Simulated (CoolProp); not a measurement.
Vapour-liquid equilibrium of sulfur dioxide (1) + toluene (2) at 26.85 °C; x and y are mole fractions of (1).

The numbers come from the multi-fluid Helmholtz-energy mixture model, Gao 2016 and Lemmon 2006; pair parameters Bell 2016 in CoolProp.

```json
[
 {"x": "0.05", "bubble pressure, mixture model (kPa)": "18.81", "bubble pressure, Raoult's law (kPa)": "24.82", "y, mixture model": "0.787", "y, Raoult's law": "0.840"},
 {"x": "0.125", "bubble pressure, mixture model (kPa)": "45.05", "bubble pressure, Raoult's law (kPa)": "55.78", "y, mixture model": "0.918", "y, Raoult's law": "0.934"},
 {"x": "0.2", "bubble pressure, mixture model (kPa)": "75.34", "bubble pressure, Raoult's law (kPa)": "86.74", "y, mixture model": "0.955", "y, Raoult's law": "0.961"},
 {"x": "0.275", "bubble pressure, mixture model (kPa)": "108.3", "bubble pressure, Raoult's law (kPa)": "117.7", "y, mixture model": "0.972", "y, Raoult's law": "0.974"},
 {"x": "0.35", "bubble pressure, mixture model (kPa)": "142.4", "bubble pressure, Raoult's law (kPa)": "148.7", "y, mixture model": "0.981", "y, Raoult's law": "0.982"},
 {"x": "0.425", "bubble pressure, mixture model (kPa)": "176.7", "bubble pressure, Raoult's law (kPa)": "179.6", "y, mixture model": "0.986", "y, Raoult's law": "0.987"},
 {"x": "0.5", "bubble pressure, mixture model (kPa)": "210.1", "bubble pressure, Raoult's law (kPa)": "210.6", "y, mixture model": "0.990", "y, Raoult's law": "0.990"},
 {"x": "0.575", "bubble pressure, mixture model (kPa)": "242.5", "bubble pressure, Raoult's law (kPa)": "241.5", "y, mixture model": "0.992", "y, Raoult's law": "0.993"},
 {"x": "0.65", "bubble pressure, mixture model (kPa)": "273.6", "bubble pressure, Raoult's law (kPa)": "272.5", "y, mixture model": "0.994", "y, Raoult's law": "0.995"},
 {"x": "0.725", "bubble pressure, mixture model (kPa)": "303.8", "bubble pressure, Raoult's law (kPa)": "303.5", "y, mixture model": "0.996", "y, Raoult's law": "0.996"},
 {"x": "0.8", "bubble pressure, mixture model (kPa)": "333.6", "bubble pressure, Raoult's law (kPa)": "334.4", "y, mixture model": "0.997", "y, Raoult's law": "0.998"},
 {"x": "0.875", "bubble pressure, mixture model (kPa)": "363.8", "bubble pressure, Raoult's law (kPa)": "365.4", "y, mixture model": "0.998", "y, Raoult's law": "0.999"},
 {"x": "0.95", "bubble pressure, mixture model (kPa)": "395.1", "bubble pressure, Raoult's law (kPa)": "396.4", "y, mixture model": "0.999", "y, Raoult's law": "0.999"}
]
```

The largest gap from Raoult's law is -24.2 % in bubble pressure, at x = 0.05. No azeotrope shows between x = 0.05 and 0.95.

Pair parameters are fitted to limited data, so mixtures are less certain than the pure fluids.
